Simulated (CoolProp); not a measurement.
Oxygen at 382 K and 1.51 MPa flows at 3.9 m/s in a round tube of 10 mm bore and 1.5 µm roughness, fully developed (64/Re and Nu = 3.66 if laminar; Colebrook and Gnielinski if turbulent). Each further row changes one setting.

Values from CoolProp's reference Helmholtz-energy equation of state, Schmidt 1985.

| case | Reynolds number | Darcy friction factor | pressure drop (Pa/m) | heat-transfer coefficient (W/(m² K)) | mass flow (kg/h) |
|---|---|---|---|---|---|
| as stated | … | 0.0252 | … | 198 | … |
| velocity 7.8 m/s | 47100 | 0.0217 | … | 344 | … |
| diameter 20 mm | 47100 | … | 124 | … | 67.2 |

Fill in the missing entries.


- as stated, Reynolds number: 23600
- as stated, pressure drop (Pa/m): 292
- as stated, mass flow (kg/h): 16.8
- velocity 7.8 m/s, pressure drop (Pa/m): 1000
- velocity 7.8 m/s, mass flow (kg/h): 33.6
- diameter 20 mm, Darcy friction factor: 0.0214
- diameter 20 mm, heat-transfer coefficient (W/(m² K)): 170

Above 300 K oxygen's equation is extrapolated.

Viscosity comes from a separate model (Lemmon 2004). Thermal conductivity comes from a separate model (Lemmon 2004).
